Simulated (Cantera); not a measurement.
Charge: 1 mol SiH₂Cl₂, 0.28 mol N₂, at 1773.15 K and 14.3 Torr.

Method: chemical equilibrium by Gibbs-energy minimisation in Cantera with the NASA 1993 tables (ideal gas, pure condensed phases). Candidate condensed phases: NH₄Cl, Si, Si₃N₄; 28 gas species. The tables' values for SiCl₃, SiCl are old estimates; treat these amounts as uncertain. Equilibrium is a limit: real reactors are often held back by kinetics, nucleation or transport.

Q: What is the equilibrium state?

A: 
```
Item           Result
----------  ---------
x(H₂)           0.345
x(SiCl₂)        0.332
x(HCl)          0.189
x(N₂)           0.123
x(SiCl₃)      0.00836
x(H)          0.00121
x(Cl)        0.000510
x(SiCl)      0.000506
x(SiCl₄)     0.000358
n(Si(l))    0.225 mol
gas amount  2.272 mol
```
